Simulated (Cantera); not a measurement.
Input: 1 mol Al, 13 mol N₂O, a varied amount of H₂, equilibrated at 1623.15 K and 100 Torr.

Equilibrium computed with Cantera from the NASA thermochemical tables; the gas is ideal and each condensed phase is pure. Candidate condensed phases: Al, AlN, Al₂O₃, H₂O; 35 gas species. Rates play no part.

At 260 mol H₂, list the 4 most abundant gas species with their mole fractions, and the condensed phases.

H₂ 0.910, N₂ 0.0476, H₂O 0.0421, H 0.000181. Condensed: Al₂O₃(s).
